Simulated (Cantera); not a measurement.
A diamond (100) surface in a fixed gas of H2 with x(CH4) = 0.0027, x(H) = 0.0084, x(CH3) = 8.5e-05, at 1173 K; coverages are run to steady state.

Detailed kinetics in Cantera: the Harris–Goodwin 1993 mechanism for the reconstructed diamond (100) surface.

θ: site fractions in the mechanism's names (c6HH fully hydrogenated, c6H* and c6*H radical sites, c6** diradical, c6HM methylated).

```json
[
 {"P (Pa)": "690", "growth (µm/h)": "[?]", "θ c6HH": "0.458", "θ c6H*": "0.0355", "θ c6*H": "0.479", "θ c6**": "0.0265", "θ c6HM": "0.000361"},
 {"P (Pa)": "1100", "growth (µm/h)": "[?]", "θ c6HH": "0.458", "θ c6H*": "0.0355", "θ c6*H": "0.479", "θ c6**": "0.0265", "θ c6HM": "0.000535"},
 {"P (Pa)": "1800", "growth (µm/h)": "[?]", "θ c6HH": "0.458", "θ c6H*": "0.0355", "θ c6*H": "0.479", "θ c6**": "0.0265", "θ c6HM": "0.000782"},
 {"P (Pa)": "2900", "growth (µm/h)": "[?]", "θ c6HH": "0.458", "θ c6H*": "0.0355", "θ c6*H": "0.479", "θ c6**": "0.0265", "θ c6HM": "0.00108"},
 {"P (Pa)": "4600", "growth (µm/h)": "[?]", "θ c6HH": "0.457", "θ c6H*": "0.0355", "θ c6*H": "0.478", "θ c6**": "0.0265", "θ c6HM": "0.00140"},
 {"P (Pa)": "7500", "growth (µm/h)": "[?]", "θ c6HH": "0.457", "θ c6H*": "0.0355", "θ c6*H": "0.478", "θ c6**": "0.0265", "θ c6HM": "0.00174"},
 {"P (Pa)": "12000", "growth (µm/h)": "[?]", "θ c6HH": "0.457", "θ c6H*": "0.0356", "θ c6*H": "0.478", "θ c6**": "0.0265", "θ c6HM": "0.00204"},
 {"P (Pa)": "19000", "growth (µm/h)": "[?]", "θ c6HH": "0.457", "θ c6H*": "0.0357", "θ c6*H": "0.477", "θ c6**": "0.0265", "θ c6HM": "0.00227"}
]
```

**Question.** Some entries are withheld; supply them.

**Answer.** 
- 690, growth (µm/h): 0.106
- 1100, growth (µm/h): 0.222
- 1800, growth (µm/h): 0.487
- 2900, growth (µm/h): 1.03
- 4600, growth (µm/h): 2.04
- 7500, growth (µm/h): 4.04
- 12000, growth (µm/h): 7.45
- 19000, growth (µm/h): 13.1
